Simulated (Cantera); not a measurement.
Charge: 1 mol CF4, 1.6 mol HCl, 0.13 mol H2, 0.45 mol Si, equilibrated at 1023.15 K and 3.00 mbar.

Cantera equilibrium calculation (NASA polynomials, part measured and part estimated; ideal gas, pure solids and liquids). Candidate condensed phases: C, C6H6, C7H8, C8H18, Si, SiC; 143 gas species. Gases not in the tables: C2F6 and larger saturated fluorocarbons. Rates play no part.

Base state: HF 0.315, HCl 0.312, SiF4 0.152, Cl2 0.111, CF4 0.105, Cl 0.00331, CClF3 0.00252, CCl2F2 7.51e-5 (mole fractions); condensed: C(graphite).

### Question
What changes in the equilibrium state with this change: pressure from 3.00 mbar to 1.33 mbar?

### Answer
| species | before | after |
|---|---|---|
| HF | 0.315 | 0.336 |
| HCl | 0.312 | 0.287 |
| SiF4 | 0.152 | 0.151 |
| Cl2 | 0.111 | 0.121 |
| CF4 | 0.105 | 0.0987 |
| Cl | 0.00331 | 0.00518 |
| CCl2F2 | 7.51e-5 | 5.29e-5 |
| CClF3 | 0.00252 | 0.00205 |
| C(graphite), mol | 0.682 | 0.699 |

### Question
What changes in the equilibrium state with this change: Si from 0.45 to 0.73 mol?

### Answer
```json
[
 {"species": "HCl", "before": "0.312", "after": "0.360"},
 {"species": "HF", "before": "0.315", "after": "0.274"},
 {"species": "SiF4", "before": "0.152", "after": "0.249"},
 {"species": "CF4", "before": "0.105", "after": "0.0229"},
 {"species": "Cl2", "before": "0.111", "after": "0.0909"},
 {"species": "CClF3", "before": "0.00252", "after": "0.000729"},
 {"species": "CCl2F2", "before": "7.51e-5", "after": "2.88e-5"},
 {"species": "Cl", "before": "0.00331", "after": "0.00300"},
 {"species": "C(graphite), mol", "before": "0.682", "after": "0.931"}
]
```
